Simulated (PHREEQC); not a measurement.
Synthetic water in mg/kgw, 25 °C, pH 3.02, pe 8.6:

| constituent | mg/kgw |
|---|---|
| Na | 117 |
| K | 2.32 |
| Ca | 9.23 |
| Mg | 44.8 |
| Cl | 77.5 |
| S(6) as SO4 | 1340 |
| Mn(2) | 2.01 |
| Li | 0.0179 |

Valence states are taken as typed.

Equilibrium calculation in PHREEQC: ion-association model, wateq4f.dat.

- ionic strength = 0.0313 mol/kgw
- total alkalinity = -1.79 meq/kg
- charge-balance error = -52.8 %

```
species  molality  activity   log γ
-------  --------  --------  ------
SO4-2      0.0122   0.00637  -0.281
Na+       0.00493   0.00419  -0.071
Cl-       0.00219   0.00184  -0.074
H+        0.00110  0.000955  -0.059
Mg+2      0.00102  0.000553  -0.267
MgSO4    0.000820  0.000826   0.003
```

No solid was allowed to form.
